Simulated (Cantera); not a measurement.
Feed: 1 mol Si3H8, 2.7 mol HCl, 12 mol N2, held at 1673 K and 975 Torr.

Equilibrium computed with Cantera from the NASA thermochemical tables; the gas is ideal and each condensed phase is pure. Candidate condensed phases: NH4Cl, Si, Si3N4; 28 gas species. The feed counts by its element totals alone. The tables' values for SiCl3 are old estimates; treat these amounts as uncertain. Rates play no part.

Problem. What is the equilibrium state?

Solution. x(N2): 0.601
x(H2): 0.246
x(HCl): 0.147
x(SiCl2): 0.00370
x(SiCl3): 0.00115
x(SiCl4): 0.000747
x(SiHCl3): 0.000225
x(H): 4.95e-5
x(Cl): 2.31e-5
n(Si3N4(s)): 0.967 mol
gas amount: 16.74 mol
log10 activity of Si(s) (absent): -1.93
